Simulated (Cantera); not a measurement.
Input: 1 mol PbO, 5.4 mol CO, held at 1723 K and 220 Pa.

These are equilibrium values from Cantera (NASA tables, ideal gas, pure condensed phases), not measurements of a reactor. Candidate condensed phases: C, Pb, PbO, PbO2, Pb3O4; 15 gas species. Rates play no part.

**Question.** What is the equilibrium state?

**Answer.** 
| Property | Value |
|---|---|
| x(CO) | 0.688 |
| x(CO2) | 0.156 |
| x(Pb) | 0.156 |
| x(PbO) | 0.000172 |
| gas amount | 6.400 mol |
| log10 activity of Pb(l) (absent) | -2.66 |
| log10 activity of C(graphite) (absent) | -6.09 |
